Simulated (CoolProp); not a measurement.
Vapour-liquid equilibrium of methanol (1) + hexamethyldisiloxane (MM) (2) at 300.7 K; x and y are mole fractions of (1).

Computed with CoolProp (multi-fluid Helmholtz-energy mixture model, de Reuck 1993 and Thol 2016; pair parameters Bell 2016).

```csv
x,"bubble pressure, mixture model (MPa)","bubble pressure, Raoult's law (MPa)","y, mixture model","y, Raoult's law"
0.05,0.009384,0.006988,0.351,0.139
0.2,___,0.008942,___,0.433
0.35,0.01987,0.01090,___,0.622
0.5,0.02087,0.01285,___,0.753
0.65,0.02097,0.01480,0.783,0.850
0.8,0.02105,0.01676,0.800,0.924
0.95,0.02026,0.01871,___,0.983
```

**Question.** Some entries are withheld; supply them.

**Answer.** 
- 0.2, bubble pressure, mixture model (MPa): 0.01641
- 0.2, y, mixture model: 0.674
- 0.35, y, mixture model: 0.756
- 0.5, y, mixture model: 0.780
- 0.95, y, mixture model: 0.912

The largest gap from Raoult's law is +83.5 % in bubble pressure, at x = 0.2. y crosses x between x = 0.65 and 0.8: the model has an azeotrope there.

Pair parameters are fitted to limited data, so mixtures are less certain than the pure fluids. With so large a gap from Raoult's law the liquid may split in two, which this calculation doesn't test in full.
